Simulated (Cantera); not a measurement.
Charge: 1 mol Si, 0.079 mol O2, 2 mol H2, held at 2.10 bar.

Method: chemical equilibrium by Gibbs-energy minimisation in Cantera with the NASA 1993 tables (ideal gas, pure condensed phases). Candidate condensed phases: H2O, Si, SiO2; 18 gas species. Each liquid is taken as pure. Mutual solubility and eutectic melting of coexisting phases are not modelled. The tables hold silica as quartz up to 1696 K and as liquid above; real silica turns to tridymite and cristobalite and melts near 1996 K. Gases not in the tables: Si2H6 and higher silanes. The numbers say what is thermodynamically allowed, not how fast it happens.

x: gas mole fraction; n: condensed amount in mol.

| T (K) | x H2 | x SiO | x H | x H2O | x SiH2 | n Si(l) | n SiO2(condensed) |
|---|---|---|---|---|---|---|---|
| 1775 | 0.985 | 0.0150 | 0.000198 | 4.17e-5 | 2.47e-5 | 0.906 | ? |
| 1800 | 0.980 | 0.0201 | 0.000245 | 5.10e-5 | 2.93e-5 | 0.901 | ? |
| 1825 | 0.973 | 0.0266 | 0.000300 | 6.19e-5 | 3.46e-5 | 0.894 | ? |
| 1850 | 0.965 | 0.0349 | 0.000365 | 7.45e-5 | 4.07e-5 | 0.885 | ? |
| 1875 | 0.954 | 0.0455 | 0.000442 | 8.90e-5 | 4.74e-5 | 0.873 | ? |
| 1900 | 0.940 | 0.0588 | 0.000531 | 0.000105 | 5.48e-5 | 0.858 | ? |
| 1925 | 0.926 | 0.0731 | 0.000635 | 0.000120 | 6.31e-5 | 0.842 | ? |

Q: Fill in the missing entries.

A: 
- 1775, n SiO2(condensed): 0.0637
- 1800, n SiO2(condensed): 0.0585
- 1825, n SiO2(condensed): 0.0517
- 1850, n SiO2(condensed): 0.0428
- 1875, n SiO2(condensed): 0.0313
- 1900, n SiO2(condensed): 0.0164
- 1925, n SiO2(condensed): 0
